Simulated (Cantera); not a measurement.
## Premixed flame

A freely propagating, adiabatic, planar premixed flame of 31.6 % H2, 14.4 % O2, 54.0 % N2, equivalence ratio 1.1, unburnt at 323 K and 10.0 bar; mixture-averaged transport, grid criteria slope 0.08 and curve 0.16, no radiation.

Detailed kinetics in Cantera: the H2/O2 subset of GRI-Mech 3.0, which has no nitrogen chemistry. The hydrogen kinetics of GRI-Mech 3.0 are dated; newer H2 mechanisms differ, most at raised pressure. Burning velocities carry a grid error of a few per cent, more on coarse grids.

```
z (mm)    T (K)  u (m/s)    x H2     x O2     x HO2    x H2O2     x H2O       x O
--------  -----  -------  ------  -------  --------  --------  --------  --------
-0.0692     323     2.10   0.316    0.144     <1e-8     <1e-8   5.21e-8     <1e-8
-0.0462     323     2.10   0.315    0.144     <1e-8     <1e-8   5.74e-7     <1e-8
-0.0346     324     2.10   0.314    0.144   1.29e-7   3.93e-8   6.59e-6     <1e-8
-0.0231     330     2.12   0.307    0.146   3.78e-6   1.17e-6  0.000159   6.78e-8
-0.0115     464     2.83   0.263    0.151  0.000431   9.09e-5    0.0104   4.69e-6
-0.00577    865     5.07   0.205    0.136   0.00158  0.000248    0.0581  0.000171
0          1369     7.85   0.142   0.0986  0.000765   8.39e-5     0.141   0.00143
0.00577    1711     9.74  0.0910   0.0578  0.000345   7.38e-6     0.215   0.00303
0.0115     1905     10.8  0.0631   0.0325  0.000162   4.31e-6     0.258   0.00356
0.0231     2094     11.8  0.0453   0.0146   5.67e-5   2.57e-6     0.289   0.00316
0.0462     2244     12.6  0.0383  0.00787   2.31e-5   1.59e-6     0.306   0.00191
0.0923     2348     13.1  0.0334  0.00449   9.63e-6   1.00e-6     0.318  0.000920
0.185      2412     13.4  0.0295  0.00237   3.74e-6   5.89e-7     0.326  0.000422
```
x: mole fraction of selected species; z is measured from the peak of heat release.

```json
{
  "laminar_burning_velocity": "210 cm/s",
  "thermal_thickness": "0.0231 mm",
  "peak x(HO2)": "0.00162",
  "peak x(H2O2)": "0.000248",
  "peak x(O)": "0.00358",
  "grid_points": "112"
}
```
